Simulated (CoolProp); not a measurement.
n-butane along the isotherm 286.8 K: density (kg/m³) from the reference equation and from simpler models built on Tc = 425.1 K, pc = 3.796 MPa, ω = 0.201; each cubic takes its own stable root.

Model: reference Helmholtz-energy equation of state, Bücker 2006, in CoolProp.

```
p (MPa)   phase  reference  Redlich-Kwong  Soave-Redlich-Kwong
-------  ------  ---------  -------------  -------------------
1.33     liquid      587.5          533.2                547.7
2.67     liquid      589.5          536.8                    ?
4        liquid      591.4          540.1                553.4
5.33     liquid      593.2          543.3                556.0
6.67     liquid          ?          546.3                    ?
8        liquid      596.7          549.2                560.9
9.33     liquid      598.4          551.9                563.2
10.7     liquid      600.1              ?                565.4
12       liquid      601.6          557.0                567.5
```

**Question.** Complete the blanks.

**Answer.** 
- 2.67, Soave-Redlich-Kwong: 550.6
- 6.67, reference: 595.0
- 6.67, Soave-Redlich-Kwong: 558.5
- 10.7, Redlich-Kwong: 554.6
